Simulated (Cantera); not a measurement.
A freely propagating, adiabatic, planar premixed flame of CH₄ : O₂ : N₂ = 1 : 1.54 : 5.78 (molar parts), equivalence ratio 1.3, unburnt at 450 K and 0.0987 atm; multicomponent+Soret transport, grid criteria slope 0.08 and curve 0.16, no radiation.

Computed with Cantera and GRI-Mech 3.0 (53 species, 325 reactions). Burning velocities carry a grid error of a few per cent, more on coarse grids.

x: mole fraction of selected species; z is measured from the peak of heat release.

```tsv
z (mm)	T (K)	u (m/s)	x CH₄	x O₂	x CH₂CO	x C₂H₄	x HCO	x H₂
-9.33	450	0.930	0.120	0.185	<1e-8	<1e-8	<1e-8	0.000833
-6.22	451	0.934	0.120	0.185	<1e-8	?	<1e-8	0.00319
-4.67	458	0.951	0.118	0.184	2.36e-8	?	<1e-8	0.00668
-3.11	536	1.12	0.111	0.179	1.13e-6	?	<1e-8	0.0151
-1.56	1000	2.14	0.0757	0.139	4.24e-5	?	1.62e-6	0.0339
-0.778	1409	3.08	0.0403	0.0939	0.000137	?	2.92e-5	0.0456
0	1761	3.91	0.0107	0.0464	0.000134	?	7.78e-5	0.0510
0.778	1922	4.28	0.00128	0.0188	2.98e-5	?	3.58e-5	0.0475
1.56	1962	4.37	9.39e-5	0.00812	2.60e-6	?	4.97e-6	0.0438
3.11	1977	4.39	4.24e-7	0.00341	1.94e-8	<1e-8	5.98e-8	0.0430
6.22	1986	4.40	<1e-8	0.00265	<1e-8	<1e-8	2.33e-8	0.0440
12.4	1996	4.41	<1e-8	0.00242	<1e-8	<1e-8	2.20e-8	0.0442
24.9	2012	4.44	<1e-8	0.00213	<1e-8	<1e-8	2.02e-8	0.0440
```

### Question
What belongs in the gaps?

### Answer

- -6.22, x C₂H₄: 9.35e-8
- -4.67, x C₂H₄: 1.23e-6
- -3.11, x C₂H₄: 3.18e-5
- -1.56, x C₂H₄: 0.000455
- -0.778, x C₂H₄: 0.000974
- 0, x C₂H₄: 0.000640
- 0.778, x C₂H₄: 7.43e-5
- 1.56, x C₂H₄: 2.50e-6
